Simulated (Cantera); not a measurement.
An adiabatic, constant-pressure homogeneous reactor starts with CH4 : O2 : N2 : CO2 = 1 : 2.5 : 9.4 : 0.12 (molar parts), equivalence ratio 0.80, at 1625 K and 5.00 bar.

Computed with Cantera and GRI-Mech 3.0 (53 species, 325 reactions).

**Question.** Predict: time of steepest temperature rise; temperature at 7.00 s; equilibrium temperature; x(O2) at 7.00 s; x(H2O) at 7.00 s; x(CO) at 7.00 s.

**Answer.** 
| Property | Result |
|---|---|
| time of steepest temperature rise | 0.102 ms |
| temperature at 7.00 s | 2794 K |
| equilibrium temperature | 2794 K |
| x(O2) at 7.00 s | 0.0383 (gas-phase equilibrium 0.0383) |
| x(H2O) at 7.00 s | 0.134 (gas-phase equilibrium 0.134) |
| x(CO) at 7.00 s | 0.0213 (gas-phase equilibrium 0.0213) |
